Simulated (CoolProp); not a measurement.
n-butane along the isobar 1.28 MPa: fugacity coefficient from the reference equation and from simpler models built on Tc = 152.0 °C, pc = 3.796 MPa, ω = 0.201; each cubic takes its own stable root.

Model: reference Helmholtz-energy equation of state, Bücker 2006, in CoolProp.

```csv
T (°C),phase,reference,van der Waals,Redlich-Kwong,Peng-Robinson
-68.85,liquid,0.002234,0.06693,(withheld),0.002324
-47.25,liquid,0.009176,0.1271,0.01584,0.009337
-25.55,liquid,0.02836,0.2153,0.04581,0.02854
-3.95,liquid,0.07028,0.3326,0.1058,0.07036
17.75,liquid,0.1482,0.4798,0.2078,(withheld)
39.35,liquid,0.2736,0.6530,0.3588,0.2734
61.05,liquid,0.4566,(withheld),0.5620,0.4562
82.65,liquid,0.6987,0.8472,0.8104,0.6968
```

### Question
Fill in the missing entries.

### Answer

- -68.85, Redlich-Kwong: 0.004065
- 17.75, Peng-Robinson: 0.1481
- 61.05, van der Waals: 0.8225

At some of these states van der Waals gives the other phase, because its saturation line lies elsewhere.
